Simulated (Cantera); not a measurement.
Input (Python, Cantera) and output of one run.

```python
import numpy as np
import cantera as ct

gas_names = """
    CL CL2 H HCL H2 Si SiCL SiCL2 SiCL3 SiCL4 SiH SiHCL3 SiH2 SiH2CL2 SiH3 SiH3CL SiH4 Si2 Si3
""".split()
cond_names = """
    Si(cr) Si(L)
""".split()


# ... load() reads the species with a 1 bar reference pressure and builds the phases ...
atoms = {
    'SiCl4': {'Si': 1, 'CL': 4},
    'H2': {'H': 2},
}
top_T = {}  # K; cautious upper limits of use, not melting points


# ... equilibrate(T, P, feed) seeds the gas with the atoms and calls Mixture.equilibrate('TP', solver="vcs", rtol=1e-11, max_steps=5000) ...
results = []
feed = {'SiCl4': 1, 'H2': 0.44}  # mol
T = 975  # K
P = 86000  # Pa
mix = equilibrate(T, P, feed)
results.append((T, P, feed, dict(zip(mix.species_names, mix.species_moles))))
x = sorted(zip(gas.X, gas.species_names), reverse=True)
print(f"T = {T:g} K  P = {P:g} Pa  gas = {mix.phase_moles(0):.4g} mol")
print("   x: " + "  ".join(f"{s} {v:.3e}" for v, s in x if v > 0.001))
print("   condensed (mol): " + ("  ".join(f"{mix.phase(i).name} {mix.phase_moles(i):.4g}"
      for i in range(1, mix.n_phases) if mix.phase_moles(i) > 1e-12) or "none"))
```

Output:

```
T = 975 K  P = 86000 Pa  gas = 1.441 mol
   x: SiCL4 6.616e-01  H2 2.731e-01  HCL 3.274e-02  SiHCL3 3.155e-02
   condensed (mol): none
```

Cantera equilibrium calculation (NASA polynomials, part measured and part estimated; ideal gas, pure solids and liquids). The tables' values for SiCl3 are old estimates; treat these amounts as uncertain.
